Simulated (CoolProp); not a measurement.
Aqueous methanol as a coolant, 58 % by mass, freezing at -69.1 °C, 1 atm.

Computed with CoolProp (Melinder's fits for secondary coolants).

| T (°C) | viscosity (mPa s) | conductivity (W/(m K)) | Prandtl number | cp (kJ/(kg K)) |
|---|---|---|---|---|
| -30.7 | 10.3 | 0.309 | 96.3 | 2.883 |
| -25.2 | 7.92 | 0.310 | 75.7 | 2.957 |
| -19.6 | 6.18 | 0.310 | 60.3 | 3.029 |
| -14.1 | 4.93 | 0.311 | 49.0 | 3.097 |
| -8.5 | 3.98 | 0.312 | 40.3 | 3.162 |
| -3 | 3.27 | 0.313 | 33.7 | 3.222 |
| 2.6 | 2.72 | 0.314 | 28.4 | 3.278 |
| 8.2 | 2.29 | 0.315 | 24.2 | 3.329 |
| 13.7 | 1.95 | 0.315 | 20.8 | 3.373 |
| 19.3 | 1.67 | 0.316 | 18.0 | 3.413 |
| 24.8 | 1.45 | 0.317 | 15.7 | 3.445 |
| 30.4 | 1.25 | 0.318 | 13.7 | 3.472 |
| 35.9 | 1.09 | 0.319 | 12.0 | 3.490 |
